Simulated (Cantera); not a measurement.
**Stirred combustor or abatement burner**

A perfectly stirred reactor is fed with 9.28 % CH₄, 1.30 % C₂H₆, 1.39 % C₃H₈, 23.1 % O₂, 64.9 % N₂, at 1.18 atm; it is adiabatic with a 675 K inlet, and is followed from long to short residence time, starting on the burning branch (τ in s: 0.23, 0.096, 0.041, 0.017, 0.0073, 0.0031, 0.0013, 0.00055, 0.00023, 9.9e-05, 4.2e-05, 1.8e-05).

Model: GRI-Mech 3.0 (53 species, 325 reactions), integrated in Cantera. GRI-Mech 3.0 was tuned for natural gas; its chemistry of propane as a main component is partial and can be far from experiment.

```tsv
τ (s)	T (K)	x CH₄	x C₂H₆	x C₃H₈	x H₂O₂	x C₂H₂
0.23	2539	5.39e-7	4.73e-9	5.85e-9	5.21e-8	1.55e-7
0.096	2538	1.26e-6	1.13e-8	1.39e-8	5.32e-8	3.58e-7
0.041	2534	2.79e-6	2.63e-8	3.18e-8	5.55e-8	7.85e-7
0.017	2527	6.05e-6	6.28e-8	7.37e-8	6.01e-8	1.65e-6
0.0073	2514	1.20e-5	1.44e-7	1.61e-7	6.78e-8	3.11e-6
0.0031	2493	2.28e-5	3.31e-7	3.45e-7	7.90e-8	5.44e-6
0.0013	2463	4.34e-5	7.67e-7	7.40e-7	9.36e-8	9.19e-6
0.00055	2427	8.51e-5	1.77e-6	1.59e-6	1.11e-7	1.59e-5
0.00023	2386	0.000181	4.23e-6	3.60e-6	1.36e-7	3.11e-5
9.9e-5	2342	0.000414	1.04e-5	8.51e-6	1.80e-7	7.20e-5
4.2e-5	2270	0.00117	3.08e-5	2.42e-5	3.33e-7	0.000237
1.8e-5	675	0.0928	0.0130	0.0139	<1e-12	<1e-12
```
x: mole fraction; the columns are a selection and need not sum to one.
